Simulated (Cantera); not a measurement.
Charge: 1 mol CHF₃, 0.072 mol H₂, held at 13.3 mbar.

Equilibrium computed with Cantera from the NASA thermochemical tables; the gas is ideal and each condensed phase is pure. Candidate condensed phases: C, C₆H₆, C₇H₈, C₈H₁₈; 95 gas species. Gases not in the tables: C₂F₆ and larger saturated fluorocarbons. Kinetics and transport are ignored.

log p: log10 of the partial pressure in bar; n: condensed amount in mol.

| T (K) | log p HF | log p CF₄ | log p CF₂ | log p F | n C(graphite) |
|---|---|---|---|---|---|
| 1223 | -2.02 | -2.41 | -7.79 | -8.80 | 0.536 |
| 1323 | -2.02 | -2.41 | -6.88 | -7.78 | 0.536 |
| 1423 | -2.02 | -2.41 | ? | ? | 0.536 |
| 1523 | -2.02 | -2.42 | -5.43 | -6.14 | 0.536 |
| 1623 | -2.02 | -2.42 | -4.84 | -5.47 | 0.535 |
| 1723 | -2.02 | -2.42 | -4.32 | -4.88 | 0.533 |
| 1823 | -2.03 | -2.43 | ? | ? | 0.529 |
| 1923 | -2.03 | -2.45 | -3.47 | -3.89 | 0.518 |
| 2023 | -2.04 | -2.50 | -3.12 | -3.48 | 0.497 |
| 2123 | -2.07 | -2.60 | -2.84 | -3.12 | 0.461 |
| 2223 | -2.11 | -2.81 | -2.64 | -2.82 | 0.417 |
| 2323 | -2.15 | -3.16 | -2.54 | -2.59 | 0.397 |

**Question.** What belongs in the gaps?

**Answer.** 
- 1423, log p CF₂: -6.10
- 1423, log p F: -6.91
- 1823, log p CF₂: -3.87
- 1823, log p F: -4.36
